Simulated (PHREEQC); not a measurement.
A solution holds 0.0013 mol/kgw HCl, 9.5e-05 mol/kgw FeCl3 and 0.26 mol/kgw CuCl2, at 25 °C. Closed to the air; pH follows from the charge balance.

Model: ion-association model, phreeqc.dat, run in PHREEQC.

The ionic strength comes out as 0.654 mol/kgw. What activity coefficients do Fe+3, FeCl2+, CuCl3-, Cl-, Fe(OH)2+ get?

Fe+3 0.080, FeCl2+ 0.67, CuCl3- 0.63, Cl- 0.63, Fe(OH)2+ 0.68.

Precipitation was switched off in this run. Saturation is exceeded, for instance for Hematite (slow to form), Goethite (slow to form); the values hold only as long as no solid forms. Species that the database lacks are ignored.
